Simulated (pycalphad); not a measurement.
Computed with pycalphad from the COST 507 light-alloy database (1999), at 1 atm. These are 1990s assessments: newer ones move some temperatures and phases. Phase fractions are per mole of atoms.

Problem. Give the equilibrium state of Ti-0.42Hf-6.64B (at.%) at 817 °C.

Solution. 
```
T = 1090.00 K, P = 101325 Pa, N = 1 mol of atoms
G = -59683 J/mol, H = 12221 J/mol, S = 65.97 J/(mol K)  (SER reference)
chemical potentials (J/mol): Ti -50859, Hf -110702, B -179963
phase             fraction      x(Ti)      x(Hf)       x(B)
HCP_A3              0.8697     0.9938     0.0048     0.0014
BM                  0.1303     0.4997   0.000316     0.5000
```

Problem. Give the equilibrium state of Ti-0.42Hf-6.64B (at.%) at 1057 °C.

Solution. BCC_A2, fraction 0.870, with 0.48 Hf, 0.15 B at.%; BM, fraction 0.130, with 0.03 Hf, 50.0 B at.%.

Database names, with the compositions (at.%) that they take in these runs: BM: Ti 50 B 50. BCC_A2 is bcc; HCP_A3 is hcp.
